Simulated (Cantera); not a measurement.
A closed system holds: 1 mol SiHCl3, 1.2 mol HCl, 450 mol H2, held at 13300 Pa.

Equilibrium computed with Cantera from the NASA thermochemical tables; the gas is ideal and each condensed phase is pure. Candidate condensed phases: Si; 19 gas species. Gases not in the tables: Si2H6 and higher silanes. Equilibrium is a limit: real reactors are often held back by kinetics, nucleation or transport.

Task: Which condensed phases are stable at each of these points (T (K)): 1023, 1223, 1423, 1623, 1823, 2023, 2223, 2423, 2623?

Result: 
```csv
T (K),condensed phases,Si condensed (%)
1023,Si(s),52.4
1223,Si(s),88.7
1423,Si(s),89.0
1623,Si(s),87.3
1823,Si(l),85.3
2023,Si(l),60.1
2223,gas only,0.0
2423,gas only,0.0
2623,gas only,0.0
```

From 1023 K to 1623 K the condensed part is Si(s). From 1823 K to 2023 K the condensed part is Si(l). From 2223 K to 2623 K nothing is condensed.
